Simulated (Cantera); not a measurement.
Cantera run:

```python
import numpy as np
import cantera as ct

gas_names = """
    CL CL2 H HCL H2 Si SiCL SiCL2 SiCL3 SiCL4 SiH SiHCL3 SiH2 SiH2CL2 SiH3 SiH3CL SiH4 Si2 Si3
""".split()
cond_names = """
    Si(cr) Si(L)
""".split()


# ... load() reads the species with a 1 bar reference pressure and builds the phases ...
atoms = {
    'Si2Cl6': {'Si': 2, 'CL': 6},
    'HCl': {'H': 1, 'CL': 1},
    'H2': {'H': 2},
}
top_T = {}  # K; cautious upper limits of use, not melting points


# ... equilibrate(T, P, feed) seeds the gas with the atoms and calls Mixture.equilibrate('TP', solver="vcs", rtol=1e-11, max_steps=5000) ...
results = []
feed = {'Si2Cl6': 1, 'HCl': 0.24, 'H2': 750}  # mol
T = 1525  # K
P = 200000  # Pa
mix = equilibrate(T, P, feed)
results.append((T, P, feed, dict(zip(mix.species_names, mix.species_moles))))
x = sorted(zip(gas.X, gas.species_names), reverse=True)
print(f"T = {T:g} K  P = {P:g} Pa  gas = {mix.phase_moles(0):.4g} mol")
print("   x: " + "  ".join(f"{s} {v:.3e}" for v, s in x if v > 1e-05))
print("   condensed (mol): " + ("  ".join(f"{mix.phase(i).name} {mix.phase_moles(i):.4g}"
      for i in range(1, mix.n_phases) if mix.phase_moles(i) > 1e-12) or "none"))
```

Result:

```
T = 1525 K  P = 200000 Pa  gas = 753.2 mol
   x: H2 9.919e-01  HCL 7.821e-03  SiCL2 2.018e-04  H 1.666e-05  SiH2CL2 1.107e-05
   condensed (mol): Si(cr) 1.823
```

Method: chemical equilibrium by Gibbs-energy minimisation in Cantera with the NASA 1993 tables (ideal gas, pure condensed phases). The feed counts by its element totals alone.
